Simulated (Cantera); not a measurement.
Input: 1 mol c-C₄F₈, 0.18 mol HCl, 3.2 mol H₂, at 1727 °C and 16.0 Pa.

Cantera equilibrium calculation (NASA polynomials, part measured and part estimated; ideal gas, pure solids and liquids). The feed counts by its element totals alone. Rates play no part.

| species | before | after |
|---|---|---|
| HF | 0.825 | 0.917 |
| CF₄ | 0.000683 | 0.0571 |
| HCl | 7.97e-5 | 0.0252 |
| F | 0.128 | <1e-9 |
| CF₂ | 0.0230 | 4.00e-9 |
| Cl | 0.0225 | 0.000244 |
| CF | 0.000596 | <1e-9 |
| CF₃ | 0.000109 | 1.65e-9 |
| H | 4.37e-5 | <1e-9 |
| CClF₃ | 2.35e-8 | 2.87e-5 |
| Cl₂ | 1.49e-7 | 0.000144 |
| C(graphite), mol | 3.81 | 3.60 |
Gas species are given as mole fractions.

Name the change that produced these shifts.
A) temperature from 1727 °C to 700 °C
B) H₂ from 3.2 to 1.1 mol
C) c-C₄F₈ replaced by CHF₃
D) temperature from 1727 °C to 3275 °C

A, temperature from 1727 °C to 700 °C. Gases not in the tables: C₂F₆ and larger saturated fluorocarbons
